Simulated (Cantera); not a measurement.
A Cantera script and what it prints.

```python
import numpy as np
import cantera as ct

gas_names = """
    CL CL2 H HCL H2 N NH NH2 NH3 N2 N2H2 N2H4 Si SiCL SiCL2 SiCL3 SiCL4 SiH SiHCL3 SiH2 SiH2CL2 SiH3
    SiH3CL SiH4 SiN Si2 Si2N Si3
""".split()
cond_names = """
    NH4CL(a) NH4CL(b) Si(cr) Si(L) Si3N4(a)
""".split()


# ... load() reads the species with a 1 bar reference pressure and builds the phases ...
atoms = {
    'SiHCl3': {'Si': 1, 'H': 1, 'CL': 3},
    'N2': {'N': 2},
    'H2': {'H': 2},
    'NH3': {'N': 1, 'H': 3},
}
top_T = {'Si3N4(a)': 2400}  # K; cautious upper limits of use, not melting points


# ... equilibrate(T, P, feed) seeds the gas with the atoms and calls Mixture.equilibrate('TP', solver="vcs", rtol=1e-11, max_steps=5000) ...
results = []
feed = {'SiHCl3': 1, 'N2': 3.7, 'H2': 0.43, 'NH3': 5.5}  # mol
P = 100000  # Pa
for T in [1050, 1125, 1200, 1275, 1350, 1425, 1500, 1575, 1650, 1725, 1800, 1875, 1950]:
    mix = equilibrate(T, P, feed)
    results.append((T, P, feed, dict(zip(mix.species_names, mix.species_moles))))
    x = sorted(zip(gas.X, gas.species_names), reverse=True)
    print(f"T = {T:g} K  P = {P:g} Pa  gas = {mix.phase_moles(0):.4g} mol")
    print("   x: " + "  ".join(f"{s} {v:.3e}" for v, s in x if v > 0.0001))
    print("   condensed (mol): " + ("  ".join(f"{mix.phase(i).name} {mix.phase_moles(i):.4g}"
          for i in range(1, mix.n_phases) if mix.phase_moles(i) > 1e-12) or "none"))
```

It prints:

```
T = 1050 K  P = 100000 Pa  gas = 16.45 mol
   x: H2 4.709e-01  N2 3.529e-01  HCL 1.740e-01  SiCL4 2.057e-03
   condensed (mol): Si3N4(a) 0.3217
T = 1125 K  P = 100000 Pa  gas = 16.45 mol
   x: H2 4.701e-01  N2 3.526e-01  HCL 1.754e-01  SiCL4 1.664e-03
   condensed (mol): Si3N4(a) 0.3237
T = 1200 K  P = 100000 Pa  gas = 16.45 mol
   x: H2 4.696e-01  N2 3.525e-01  HCL 1.764e-01  SiCL4 1.378e-03
   condensed (mol): Si3N4(a) 0.3251
T = 1275 K  P = 100000 Pa  gas = 16.46 mol
   x: H2 4.692e-01  N2 3.523e-01  HCL 1.771e-01  SiCL4 1.161e-03  SiHCL3 1.242e-04
   condensed (mol): Si3N4(a) 0.3259
T = 1350 K  P = 100000 Pa  gas = 16.46 mol
   x: H2 4.690e-01  N2 3.523e-01  HCL 1.774e-01  SiCL4 9.919e-04  SiHCL3 1.501e-04  SiCL3 1.049e-04
   condensed (mol): Si3N4(a) 0.3262
T = 1425 K  P = 100000 Pa  gas = 16.46 mol
   x: H2 4.689e-01  N2 3.523e-01  HCL 1.773e-01  SiCL4 8.533e-04  SiCL3 2.022e-04  SiCL2 1.884e-04  SiHCL3 1.766e-04
   condensed (mol): Si3N4(a) 0.3255
T = 1500 K  P = 100000 Pa  gas = 16.47 mol
   x: H2 4.692e-01  N2 3.525e-01  HCL 1.765e-01  SiCL4 7.314e-04  SiCL2 5.594e-04  SiCL3 3.589e-04  SiHCL3 2.014e-04
   condensed (mol): Si3N4(a) 0.3231
T = 1575 K  P = 100000 Pa  gas = 16.48 mol
   x: H2 4.699e-01  N2 3.529e-01  HCL 1.742e-01  SiCL2 1.465e-03  SiCL4 6.140e-04  SiCL3 5.862e-04  SiHCL3 2.209e-04
   condensed (mol): Si3N4(a) 0.3174
T = 1650 K  P = 100000 Pa  gas = 16.5 mol
   x: H2 4.713e-01  N2 3.538e-01  HCL 1.697e-01  SiCL2 3.390e-03  SiCL3 8.712e-04  SiCL4 4.913e-04  SiHCL3 2.291e-04
   condensed (mol): Si3N4(a) 0.3058
T = 1725 K  P = 100000 Pa  gas = 16.54 mol
   x: H2 4.738e-01  N2 3.554e-01  HCL 1.619e-01  SiCL2 6.910e-03  SiCL3 1.158e-03  SiCL4 3.626e-04  SiHCL3 2.198e-04  H 1.278e-04
   condensed (mol): Si3N4(a) 0.2855
T = 1800 K  P = 100000 Pa  gas = 16.6 mol
   x: H2 4.775e-01  N2 3.578e-01  HCL 1.502e-01  SiCL2 1.237e-02  SiCL3 1.357e-03  H 2.474e-04  SiCL4 2.402e-04  SiHCL3 1.915e-04
   condensed (mol): Si3N4(a) 0.2548
T = 1875 K  P = 100000 Pa  gas = 16.69 mol
   x: H2 4.821e-01  N2 3.607e-01  HCL 1.353e-01  SiCL2 1.953e-02  SiCL3 1.401e-03  H 4.551e-04  SiHCL3 1.509e-04  SiCL4 1.416e-04
   condensed (mol): Si3N4(a) 0.215
T = 1950 K  P = 100000 Pa  gas = 16.78 mol
   x: H2 4.871e-01  N2 3.640e-01  HCL 1.187e-01  SiCL2 2.763e-02  SiCL3 1.294e-03  H 8.000e-04  CL 1.462e-04  SiHCL3 1.088e-04
   condensed (mol): Si3N4(a) 0.1698
```

Cantera equilibrium calculation (NASA polynomials, part measured and part estimated; ideal gas, pure solids and liquids). The tables' values for SiCl3, SiCl are old estimates; treat these amounts as uncertain. Gases not in the tables: Si2H6 and higher silanes.
